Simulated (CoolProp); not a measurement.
The fluid at 484.63 K and 3.87 MPa (stagnation) flows isentropically through a choked orifice. The same conditions are run with several fluids, on thermodynamics alone (safety and materials aside).

Computed with CoolProp (reference Helmholtz-energy equation of state of each fluid (R115: Lemmon 2016; CF4 (R14): Platzer 1990; n-perfluoropentane: Gao 2022; dry air: Lemmon 2000; sulfur hexafluoride: Guder 2009)). The equations of Platzer and Polt are older, rougher fits. Blends and air are pseudo-pure fits.

### Question
Rank R115, CF4 (R14), n-perfluoropentane, dry air, sulfur hexafluoride by throat to inlet pressure ratio, highest first.

### Answer
n-perfluoropentane (0.664), R115 (0.606), sulfur hexafluoride (0.596), CF4 (R14) (0.577), dry air (0.525)

| fluid | mass flux (kg/(m² s)) | throat temperature (K) |
|---|---|---|
| R115 | 15600 | 466.2 |
| CF4 (R14) | 11500 | 454.9 |
| n-perfluoropentane | 23500 | 471.8 |
| dry air | 7100 | 403.7 |
| sulfur hexafluoride | 14900 | 465.6 |
